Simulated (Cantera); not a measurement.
## Adiabatic ignition

An adiabatic, constant-volume homogeneous reactor starts with CO : H₂ : CH₄ : O₂ : N₂ = 1 : 0.33 : 0.98 : 4.45 : 89 (molar parts), equivalence ratio 0.59, at 1648 K and 1.00 bar.

Computed with Cantera and GRI-Mech 3.0 (53 species, 325 reactions).

```csv
t (s),T (K),P (bar),x CO,x H₂,x CH₄,x HCN,x H₂O,x H
4.00e-6,1648,1.000,0.0104,0.00345,0.0102,<1e-12,5.13e-8,8.01e-8
1.51e-5,1648,1.000,0.0104,0.00345,0.0102,<1e-12,8.08e-7,1.46e-7
5.71e-5,1648,1.000,0.0104,0.00344,0.0102,<1e-12,8.18e-6,3.64e-7
0.000216,1649,1.00,0.0104,0.00341,0.00995,1.31e-11,0.000219,5.45e-6
0.000816,1943,1.18,0.00516,0.00139,<1e-12,<1e-12,0.0200,0.00215
0.00309,2045,1.23,0.00123,0.000284,<1e-12,<1e-12,0.0230,0.000156
0.0117,2064,1.24,0.000331,7.85e-5,<1e-12,<1e-12,0.0236,2.19e-5
0.0441,2064,1.24,0.000298,7.14e-5,<1e-12,<1e-12,0.0236,1.90e-5
0.167,2063,1.24,0.000297,7.13e-5,<1e-12,<1e-12,0.0236,1.89e-5
0.630,2061,1.24,0.000295,7.09e-5,<1e-12,<1e-12,0.0236,1.86e-5
2.38,2057,1.24,0.000292,7.02e-5,<1e-12,<1e-12,0.0237,1.80e-5
9.00,2056,1.24,0.000291,7.01e-5,<1e-12,<1e-12,0.0237,1.79e-5
```
x: mole fraction; the columns are a selection and need not sum to one.

```json
{
  "time_of_steepest_temperature_rise": "0.394 ms",
  "temperature at 9.00 s": "2056 K",
  "equilibrium_temperature": "2056 K",
  "x(CO) at 9.00 s": "0.000291 (gas-phase equilibrium 0.000291)",
  "x(H₂) at 9.00 s": "7.01e-5 (gas-phase equilibrium 7.01e-5)",
  "x(CH₄) at 9.00 s": "<1e-12 (gas-phase equilibrium <1e-12)"
}
```
